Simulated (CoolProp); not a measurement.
A single-stage vapour-compression cycle with the fluid: evaporating at 276.15 K (dew point), condensing at 337.15 K (bubble point), superheat 2 K, subcooling 2 K, compressor efficiency 0.8, no pressure losses. The same conditions are run with several fluids, on thermodynamics alone (safety and materials aside).

Computed with CoolProp (reference Helmholtz-energy equation of state of each fluid (hydrogen sulfide: Lemmon 2006; R365MFC: Lemmon 2016; n-butane: Bücker 2006; cyclopentane: Gedanitz 2015; R123: Younglove 1994; n-perfluoropentane: Gao 2022)).

```tsv
fluid	cooling COP	pressure ratio	discharge temperature (K)	refrigerating effect (kJ/kg)	volumetric capacity (kJ/m³)
hydrogen sulfide	?	4.18	?	323	6070
R365MFC	?	?	337.2	125	?
n-butane	2.69	6.09	340.0	239	724
cyclopentane	3.04	9.78	361.3	314	158
R123	2.85	8.57	346.4	121	305
n-perfluoropentane	?	8.98	337.1	36.8	162
```

Q: Complete the blanks.

A: 
- hydrogen sulfide, cooling COP: 2.55
- hydrogen sulfide, discharge temperature (K): 420.5
- R365MFC, cooling COP: 2.68
- R365MFC, pressure ratio: 10.4
- R365MFC, volumetric capacity (kJ/m³): 173
- n-perfluoropentane, cooling COP: 1.88

The compression ends wet for: R365MFC; n-perfluoropentane.
